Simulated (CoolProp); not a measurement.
Vapour-liquid equilibrium of n-pentane (1) + acetone (2) at 140.05 °C; x and y are mole fractions of (1).

Model: multi-fluid Helmholtz-energy mixture model, Thol 2019 and Lemmon 2006; pair parameters Bell 2016, in CoolProp.

```
x     bubble pressure (bar)  y at the bubble point  dew pressure at overall composition x (bar)  liquid density (mol/L)
----  ---------------------  ---------------------  -------------------------------------------  ----------------------
0.05                  10.42                  0.124                                        9.761                   10.58
0.15                  12.07                  0.287                                        10.66                   9.890
0.25                      ?                  0.392                                        11.67                   9.271
0.35                  14.03                      ?                                        12.76                   8.715
0.45                  14.58                  0.535                                        13.84                   8.224
0.55                  14.92                  0.595                                        14.68                   7.797
0.65                  15.07                  0.658                                        15.06                   7.435
0.75                  15.00                  0.727                                            ?                   7.136
0.85                  14.65                  0.812                                        14.43                   6.895
0.95                  13.91                      ?                                        13.72                   6.705
```

Question: Fill in the missing entries.

Answer: 
- 0.25, bubble pressure (bar): 13.23
- 0.35, y at the bubble point: 0.470
- 0.75, dew pressure at overall composition x (bar): 14.94
- 0.95, y at the bubble point: 0.925

y crosses x between x = 0.65 and 0.75: the model has an azeotrope there.

Pair parameters are fitted to limited data, so mixtures are less certain than the pure fluids.
